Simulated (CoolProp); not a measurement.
The fluid at 298.15 K and 0.32 MPa flows at 3.2 m/s in a round tube of 100 mm bore and 1.5 µm roughness, fully developed (64/Re and Nu = 3.66 if laminar; Colebrook and Gnielinski if turbulent). The same conditions are run with several fluids, on thermodynamics alone (safety and materials aside).

Model: reference Helmholtz-energy equation of state of each fluid (benzene: Thol 2012; p-xylene: Zhou 2012; water: Wagner 2002; n-hexane: Thol 2019; m-xylene: Zhou 2012), in CoolProp.

```tsv
fluid	Reynolds number	Darcy friction factor	pressure drop (Pa/m)	heat-transfer coefficient (W/(m² K))	mass flow (kg/h)
benzene	463000	0.0135	606	3330	79100
p-xylene	451000	0.0136	597	3060	77500
water	359000	0.0142	723	10400	90200
n-hexane	702000	0.0127	424	3590	59300
m-xylene	472000	0.0135	595	3160	77800
```

Transport values come from each fluid's own correlations.
